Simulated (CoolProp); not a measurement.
The fluid at 293.15 K and 0.272 MPa is throttled through a valve to 0.14 MPa with no heat exchange. The same conditions are run with several fluids, on thermodynamics alone (safety and materials aside).

Computed with CoolProp (reference Helmholtz-energy equation of state of each fluid (carbonyl sulfide: Lemmon 2006; C2F6 (R116): Lemmon 2006; sulfur hexafluoride: Guder 2009; ethane: Bücker 2006; C3F8 (R218): Lemmon 2006)).

| fluid | temperature change (K) | final density (kg/m³) |
|---|---|---|
| carbonyl sulfide | -2.8 | 3.54 |
| C2F6 (R116) | -1.2 | 8.09 |
| sulfur hexafluoride | -1.3 | 8.57 |
| ethane | -1.5 | 1.76 |
| C3F8 (R218) | -1.9 | 11.2 |
